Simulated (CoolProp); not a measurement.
Ethylene along the isobar 122 bar: density (kg/m³) from the reference equation and from simpler models built on Tc = 282.4 K, pc = 50.42 bar, ω = 0.087; each cubic takes its own stable root.

Model: reference Helmholtz-energy equation of state, Smukala 2000, in CoolProp.

```csv
T (K),phase,reference
235.8,liquid,484.8
255.2,liquid,451.5
274.7,liquid,413.0
294.2,supercritical,366.2
313.7,supercritical,307.5
333.1,supercritical,242.7
352.6,supercritical,192.7
372.1,supercritical,161.1
391.6,supercritical,140.3
411,supercritical,125.7
430.5,supercritical,114.5
450,supercritical,105.7
```

Problem. How far does each simpler model (van der Waals, Redlich-Kwong, Soave-Redlich-Kwong, Peng-Robinson) lie from the reference over these 12 states: mean and median of the absolute difference, and the worst?

Solution. 
- van der Waals: mean 14.5 %, median 7.9 %, worst -30.2 % at 235.8 K and 122 bar
- Redlich-Kwong: mean 4.0 %, median 3.5 %, worst -8.8 % at 294.2 K and 122 bar
- Soave-Redlich-Kwong: mean 6.1 %, median 5.5 %, worst -10.7 % at 313.7 K and 122 bar
- Peng-Robinson: mean 2.3 %, median 1.2 %, worst +7.5 % at 235.8 K and 122 bar
